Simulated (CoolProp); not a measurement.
Vapour-liquid equilibrium of R1234yf (1) + R227EA (2) at -3.45 °C; x and y are mole fractions of (1).

Values from CoolProp's multi-fluid Helmholtz-energy mixture model, Lemmon 2022 and Lemmon 2016; pair parameters Bell 2016.

```csv
x,bubble pressure (MPa),y at the bubble point,dew pressure at overall composition x (MPa),liquid density (mol/L)
0.05,0.1771,0.078,0.1750,8.883
0.125,0.1856,0.186,0.1807,8.988
0.2,0.1938,0.284,0.1867,9.095
0.275,0.2020,0.374,0.1931,9.205
0.35,0.2101,0.458,0.1998,___
0.425,0.2182,0.536,0.2069,9.433
0.5,0.2263,0.609,0.2144,9.551
0.575,0.2343,___,0.2225,9.672
0.65,___,0.742,0.2310,9.795
0.725,0.2505,0.803,0.2402,___
0.8,0.2586,0.861,0.2501,10.05
0.875,0.2668,___,0.2607,10.18
0.95,0.2750,0.967,___,10.32
```

Some entries are withheld; supply them.


- 0.35, liquid density (mol/L): 9.318
- 0.575, y at the bubble point: 0.677
- 0.65, bubble pressure (MPa): 0.2424
- 0.725, liquid density (mol/L): 9.921
- 0.875, y at the bubble point: 0.915
- 0.95, dew pressure at overall composition x (MPa): 0.2722

No azeotrope shows between x = 0.05 and 0.95.

Pair parameters are fitted to limited data, so mixtures are less certain than the pure fluids.
